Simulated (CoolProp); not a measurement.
Carbon dioxide along the isobar 104 bar: Z from the reference equation and from simpler models built on Tc = 304.1 K, pc = 73.77 bar, ω = 0.224; each cubic takes its own stable root.

Model: reference Helmholtz-energy equation of state, Span 1996, in CoolProp.

| T (K) | phase | reference | van der Waals | Redlich-Kwong | Peng-Robinson |
|---|---|---|---|---|---|
| 253.7 | liquid | 0.2041 | (withheld) | 0.2302 | 0.1973 |
| 261.2 | liquid | 0.2043 | 0.3144 | 0.2317 | 0.1988 |
| 268.8 | liquid | 0.2054 | 0.3141 | 0.2344 | 0.2015 |
| 276.4 | liquid | 0.2075 | 0.3150 | 0.2385 | (withheld) |
| 283.9 | liquid | 0.2109 | 0.3174 | 0.2444 | 0.2121 |
| 291.5 | liquid | 0.2165 | 0.3216 | 0.2531 | 0.2216 |
| 299.1 | liquid | 0.2255 | 0.3284 | (withheld) | 0.2362 |
| 306.6 | supercritical | 0.2411 | 0.3387 | 0.2852 | 0.2600 |
| 314.2 | supercritical | 0.2755 | 0.3551 | 0.3184 | 0.3059 |
| 321.8 | supercritical | 0.3706 | 0.3824 | 0.3802 | 0.3945 |

Question: What belongs in the gaps?

Answer: 
- 253.7, van der Waals: 0.3157
- 276.4, Peng-Robinson: 0.2058
- 299.1, Redlich-Kwong: 0.2659
